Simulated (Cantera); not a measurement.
Transport properties of process gases

Gas mixture: 36.6 % H2O, 9.76 % C2H4, 53.7 % NH3, at 20.0 Torr, frozen composition.

Cantera's kinetic-theory transport with the Lennard-Jones parameters of GRI-Mech 3.0, ideal gas; thermal conductivity in the mixture-averaged form. Polar gases are described roughly by these parameters. The composition is frozen, though it would react at the higher temperatures.

```json
[
 {"T (K)": "400", "ρ (kg/m³)": "0.0148", "cp (J/kg/K)": "2080", "μ (µPa s)": "13.9", "λ (mW/m/K)": "40.4", "Pr": "0.716", "D (cm²/s) NO": "14.0", "D (cm²/s) C2H2": "10.8", "D (cm²/s) NH3": "12.6"},
 {"T (K)": "550", "ρ (kg/m³)": "0.0108", "cp (J/kg/K)": "2330", "μ (µPa s)": "19.2", "λ (mW/m/K)": "61.7", "Pr": "0.724", "D (cm²/s) NO": "25.1", "D (cm²/s) C2H2": "19.9", "D (cm²/s) NH3": "24.1"},
 {"T (K)": "700", "ρ (kg/m³)": "0.00846", "cp (J/kg/K)": "2564", "μ (µPa s)": "24.3", "λ (mW/m/K)": "85.4", "Pr": "0.730", "D (cm²/s) NO": "38.6", "D (cm²/s) C2H2": "31.1", "D (cm²/s) NH3": "38.8"},
 {"T (K)": "850", "ρ (kg/m³)": "0.00697", "cp (J/kg/K)": "2764", "μ (µPa s)": "29.2", "λ (mW/m/K)": "111", "Pr": "0.730", "D (cm²/s) NO": "54.3", "D (cm²/s) C2H2": "44.2", "D (cm²/s) NH3": "56.5"},
 {"T (K)": "1000", "ρ (kg/m³)": "0.00592", "cp (J/kg/K)": "2958", "μ (µPa s)": "33.9", "λ (mW/m/K)": "137", "Pr": "0.733", "D (cm²/s) NO": "71.9", "D (cm²/s) C2H2": "59.0", "D (cm²/s) NH3": "77.0"},
 {"T (K)": "1150", "ρ (kg/m³)": "0.00515", "cp (J/kg/K)": "3126", "μ (µPa s)": "38.3", "λ (mW/m/K)": "163", "Pr": "0.735", "D (cm²/s) NO": "91.4", "D (cm²/s) C2H2": "75.3", "D (cm²/s) NH3": "99.9"}
]
```
D: mixture-averaged diffusion coefficient of that species in the mixture.
